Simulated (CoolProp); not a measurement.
Saturated liquid density (kg/m³) of R124: the reference equation beside estimates from Tc = 395.4 K, pc = 36.24 bar, ω = 0.288. Rackett uses Z = 0.29056 − 0.08775 ω.

Model: reference Helmholtz-energy equation of state, de Vries 1995, in CoolProp.

```json
[
 {"T (K)": "238.7", "reference": "1539", "Rackett": "1571", "Redlich-Kwong": "1361", "Peng-Robinson": "1591"},
 {"T (K)": "250.6", "reference": "1505", "Rackett": "1535", "Redlich-Kwong": "1327", "Peng-Robinson": "1558"},
 {"T (K)": "262.6", "reference": "1469", "Rackett": "1499", "Redlich-Kwong": "1291", "Peng-Robinson": "1522"},
 {"T (K)": "274.5", "reference": "1433", "Rackett": "1460", "Redlich-Kwong": "1253", "Peng-Robinson": "1483"},
 {"T (K)": "286.4", "reference": "1395", "Rackett": "1421", "Redlich-Kwong": "1212", "Peng-Robinson": "1440"},
 {"T (K)": "298.3", "reference": "1355", "Rackett": "1379", "Redlich-Kwong": "1168", "Peng-Robinson": "1394"},
 {"T (K)": "310.3", "reference": "1312", "Rackett": "1334", "Redlich-Kwong": "1121", "Peng-Robinson": "1342"},
 {"T (K)": "322.2", "reference": "1267", "Rackett": "1287", "Redlich-Kwong": "1070", "Peng-Robinson": "1284"}
]
```

Absolute difference from the reference over all 8 rows, mean and median: Rackett 1.9 and 1.9 %, Redlich-Kwong 13.1 and 12.8 %, Peng-Robinson 3.0 and 3.3 %.
